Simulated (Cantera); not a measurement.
## Ignition delay

Mixture: 13.3 % CH4, 0.994 % H2, 18.0 % O2, 67.7 % N2, equivalence ratio 1.5, at 23.7 atm, adiabatic and at constant volume. Ignition delay is the time to a rise of 400 K.

Cantera simulation using GRI-Mech 3.0 (53 species, 325 reactions); the numbers are that mechanism's predictions, not measurements. The pressure lies above the range GRI-Mech 3.0 was tuned for (to about 10 atm). Below about 1000 K GRI-Mech 3.0 lacks low-temperature oxidation paths.

```tsv
T0 (K)	delay (ms)
950	24.5
1025	5.73
1100	1.95
1175	0.876
1250	0.453
1325	0.246
```

```
Property                                                Result
--------------------------------------------------  ----------
apparent activation energy between 1175 and 1325 K  110 kJ/mol
```
